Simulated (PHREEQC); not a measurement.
Solution (25 °C): 0.012 mol NH4HF2, 0.12 mol (NH4)2SiF6 and 0.028 mol H2SO4 per kg of water. Closed to the air; pH follows from the charge balance.

Model: ion-association model, phreeqc.dat, run in PHREEQC.

| quantity | before | after |
|---|---|---|
| pH | 1.56 | 2.18 |
| SO4-2 (mol/kgw) | 0.0117 | 0.00358 |
| HSO4- (mol/kgw) | 0.00946 | 0.00115 |
| NH4SO4- (mol/kgw) | 0.00684 | 0.000863 |
| SI of Quartz (SiO2) | -2.24 | +0.20 |

### Question
Name the change that produced these shifts.
A. NH4HF2 left out
B. diluted 10-fold with water
C. diluted 5-fold with water
D. NH4HF2 from 0.012 to 0.0132 mol/kgw
E. NH4HF2 replaced by NH4HCO3 at the same molality

### Answer
C, diluted 5-fold with water

Precipitation was switched off in this run. Some of these states are supersaturated (in Quartz (slow to form), for instance). SiF6-2 is the database's only silicon fluoride.
